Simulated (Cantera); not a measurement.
An isothermal, constant-pressure homogeneous reactor starts with CO : O2 : H2O : N2 = 0.024 : 0.012 : 0.081 : 1 (molar parts), at 1298 K and 0.780 bar.

Detailed kinetics in Cantera: GRI-Mech 3.0 (53 species, 325 reactions).

One state of this run: x CO = 0.000783; x O2 = 0.000970; x H2O = 0.0719; x OH = 0.000160; x CO2 = 0.0209. x: mole fraction; the columns are a selection and need not sum to one.

Problem. Which value of t (s) does it belong to?
A. 0.203
B. 0.0443
C. 0.00966
D. 0.00211

Solution. C, 0.00966
